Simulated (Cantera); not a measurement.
Input: 1 mol CH₃SiCl₃, 2.5 mol H₂, at 2500 K and 0.380 bar.

Equilibrium computed with Cantera from the NASA thermochemical tables; the gas is ideal and each condensed phase is pure. The feed counts by its element totals alone. The tables' values for SiCl, SiCl₃ are old estimates; treat these amounts as uncertain. Gases not in the tables: Si₂H₆ and higher silanes. Rates play no part.

```tsv
species	before	after
H₂	0.514	0.674
HCl	0.345	0.239
H	0.0293	0.0335
SiCl₂	0.0818	0.0300
Cl	0.0139	0.00840
SiCl₄	1.47e-5	1.97e-6
SiCl₃	0.00139	0.000307
SiHCl₃	1.88e-5	4.78e-6
CH₄	1.51e-5	2.59e-5
SiCl	0.00382	0.00231
CH₃	1.54e-5	2.31e-5
C(graphite), mol	0.445	0.202
SiC(s), mol	0.479	0.635
```
Gas species are given as mole fractions.

Question: What was changed between the two runs?
(A) H₂ from 2.5 to 6.4 mol
(B) pressure from 0.380 bar to 0.260 bar
(C) temperature from 2500 K to 1225 K
(D) H₂ from 2.5 to 37 mol

Answer: A, H₂ from 2.5 to 6.4 mol
